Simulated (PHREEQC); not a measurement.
HCl is added in steps, without added water, to 1 kg of water holding 20 mmol/kgw CsOH, 0.0017 mmol/kgw H4SiO4 and 1.4 mmol/kgw K2CO3, at 20 °C. O2 is buffered at 0.21 atm. The system is closed to CO2. Only these solids could form: SiO2(a).

Base run: PHREEQC, ion-association model, wateq4f.dat. Each further column changes one thing. The table gives CO2 (mol/kgw).

```json
[
 {"HCl added (mol)": "0", "base": "7.02e-12", "metal-ligand complexes left out": "7.02e-12", "all activity coefficients set to 1": "9.14e-12", "Davies equation for every ion": "6.77e-12", "Debye-Hückel limiting law": "6.38e-12"},
 {"HCl added (mol)": "0.003906", "base": "1.08e-11", "metal-ligand complexes left out": "1.08e-11", "all activity coefficients set to 1": "1.41e-11", "Davies equation for every ion": "1.04e-11", "Debye-Hückel limiting law": "9.84e-12"},
 {"HCl added (mol)": "0.008594", "base": "2.14e-11", "metal-ligand complexes left out": "2.14e-11", "all activity coefficients set to 1": "2.79e-11", "Davies equation for every ion": "(withheld)", "Debye-Hückel limiting law": "(withheld)"},
 {"HCl added (mol)": "0.0125", "base": "4.92e-11", "metal-ligand complexes left out": "4.92e-11", "all activity coefficients set to 1": "6.37e-11", "Davies equation for every ion": "4.75e-11", "Debye-Hückel limiting law": "4.48e-11"},
 {"HCl added (mol)": "0.01641", "base": "2.07e-10", "metal-ligand complexes left out": "2.07e-10", "all activity coefficients set to 1": "2.65e-10", "Davies equation for every ion": "2.00e-10", "Debye-Hückel limiting law": "(withheld)"},
 {"HCl added (mol)": "0.02109", "base": "6.10e-7", "metal-ligand complexes left out": "6.10e-7", "all activity coefficients set to 1": "4.85e-7", "Davies equation for every ion": "6.16e-7", "Debye-Hückel limiting law": "6.53e-7"},
 {"HCl added (mol)": "0.025", "base": "0.00140", "metal-ligand complexes left out": "0.00140", "all activity coefficients set to 1": "0.00140", "Davies equation for every ion": "0.00140", "Debye-Hückel limiting law": "0.00140"}
]
```

Some entries are withheld; supply them.


- 0.008594, Davies equation for every ion: 2.07e-11
- 0.008594, Debye-Hückel limiting law: 1.95e-11
- 0.01641, Debye-Hückel limiting law: 1.89e-10
